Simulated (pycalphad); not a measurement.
Computed with pycalphad from the COST 507 light-alloy database (1999), at 1 atm. The data set is of 1999 and partly superseded. Diffusion is slow at the low end, where real alloys seldom reach equilibrium.

**Hf-1.183B (wt.%): equilibrium cooling sequence**

| T (°C) | phases above | phases below |
|---|---|---|
| 1929.2 | liquid | BM + liquid |
| 1880.5 | BM + liquid | bcc + BM |
| 1790.7 | bcc + BM | BM + hcp |

Changes were sought between steps of 75 K, so a narrower field can be missed.

Database names, with the compositions (at.%) that they take in these runs: BM: Hf 50 B 50.
